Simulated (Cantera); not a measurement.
Equilibrium for abatement and gas-phase synthesis: CO2 + H2 + SO2

Input: 1 mol CO2, 8.8 mol H2, 0.07 mol SO2, equilibrated at 1.70 bar.

Method: chemical equilibrium by Gibbs-energy minimisation in Cantera with the NASA 1993 tables (ideal gas, pure condensed phases). Candidate condensed phases: C, C6H6, C7H8, C8H18, H2O, H2SO4, S; 123 gas species. The numbers say what is thermodynamically allowed, not how fast it happens.

```tsv
T (K)	x H2	x H2O	x CO	x H
1350	0.781	0.110	0.0952	1.62e-6
1550	0.779	0.111	0.0970	2.13e-5
1750	0.778	0.112	0.0981	0.000157
1950	0.777	0.113	0.0987	0.000775
2150	0.775	0.113	0.0990	0.00285
2350	0.770	0.113	0.0989	0.00840
2550	0.760	0.111	0.0984	0.0209
2750	0.739	0.108	0.0972	0.0451
2950	0.702	0.103	0.0950	0.0868
```
x: gas mole fraction; nothing condenses.

From 1350 K to 2950 K nothing is condensed. The main C-bearing gas is CO throughout.
